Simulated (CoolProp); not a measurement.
Vapour-liquid equilibrium of CH3F (R41) (1) + chloromethane (R40) (2) at 0.959 MPa; x and y are mole fractions of (1).

Model: multi-fluid Helmholtz-energy mixture model, Lemmon 2006 and Thol 2014; pair parameters Bell 2016, in CoolProp.

```csv
x,"bubble temperature, mixture model (K)","bubble temperature, Raoult's law (K)","y, mixture model","y, Raoult's law"
0.05,309.0,307.8,0.200,0.249
0.125,298.6,297.2,0.424,0.488
0.2,289.8,288.8,0.580,0.637
0.275,282.4,281.9,0.689,0.736
0.35,276.3,276.1,0.765,0.805
0.425,271.2,271.1,0.821,0.855
0.5,266.8,266.8,0.862,0.893
0.575,263.1,263.1,0.894,0.921
0.65,259.8,259.7,0.919,0.943
0.725,256.9,256.7,0.941,0.960
0.8,254.2,254.0,0.959,0.974
0.875,251.7,251.5,0.975,0.985
0.95,249.4,249.2,0.990,0.995
```

The largest gap from Raoult's law is +1.4 K in bubble temperature, at x = 0.125. No azeotrope shows between x = 0.05 and 0.95.

Pair parameters are fitted to limited data, so mixtures are less certain than the pure fluids.
